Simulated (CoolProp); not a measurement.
Model: reference Helmholtz-energy equation of state, de Reuck 1993, in CoolProp.

Q: For methanol, give the phase and the Joule-Thomson coefficient (K/MPa), conductivity (mW/(m K)), fugacity coefficient at 139.05 °C and 6.32 MPa; 139.05 °C and 12.6 MPa; 139.05 °C and 69.5 MPa.

A: 
- 139.05 °C and 6.32 MPa: liquid; Joule-Thomson coefficient -0.0783, conductivity 181, fugacity coefficient 0.158
- 139.05 °C and 12.6 MPa: liquid; Joule-Thomson coefficient -0.113, conductivity 184, fugacity coefficient 0.0866
- 139.05 °C and 69.5 MPa: liquid; Joule-Thomson coefficient -0.227, conductivity 211, fugacity coefficient 0.0328

Thermal conductivity comes from a separate model (Sykioti 2013).
